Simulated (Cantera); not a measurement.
Low-pressure radical oxidation in H2/O2

An isothermal, constant-pressure homogeneous reactor starts with 6.71 % H2, 93.3 % O2, at 1425 K and 0.0263 atm.

Cantera simulation using GRI-Mech 3.0 (53 species, 325 reactions); the numbers are that mechanism's predictions, not measurements. Radical loss at walls, strong at low pressure, is not modelled. The temperature is held fixed by assumption; the heat of reaction is taken as removed at once.

| t (s) | x H2 | x O2 | x OH | x O | x H2O |
|---|---|---|---|---|---|
| 0.000200 | 0.0670 | 0.933 | 3.36e-5 | 4.01e-5 | 5.96e-5 |
| 0.000632 | 0.00234 | 0.879 | 0.00922 | 0.0438 | 0.0551 |
| 0.00200 | 0.00135 | 0.882 | 0.00779 | 0.0428 | 0.0580 |
| 0.00632 | 0.00108 | 0.893 | 0.00700 | 0.0332 | 0.0604 |
| 0.0200 | 0.000566 | 0.911 | 0.00511 | 0.0167 | 0.0645 |
| 0.0632 | 0.000142 | 0.925 | 0.00258 | 0.00404 | 0.0677 |
| 0.200 | 2.11e-5 | 0.930 | 0.000999 | 0.000596 | 0.0689 |
| 0.632 | 3.18e-6 | 0.930 | 0.000389 | 8.96e-5 | 0.0692 |
| 2.00 | 6.51e-7 | 0.930 | 0.000176 | 1.84e-5 | 0.0693 |
| 6.32 | 3.03e-7 | 0.931 | 0.000120 | 8.57e-6 | 0.0694 |
| 20.0 | 2.92e-7 | 0.931 | 0.000118 | 8.25e-6 | 0.0694 |
x: mole fraction; the columns are a selection and need not sum to one.

Equilibrium at this temperature and pressure: H2 2.92e-7, O2 0.931, OH 0.000118, O 8.25e-6, H2O 0.0694 (gas phase only).
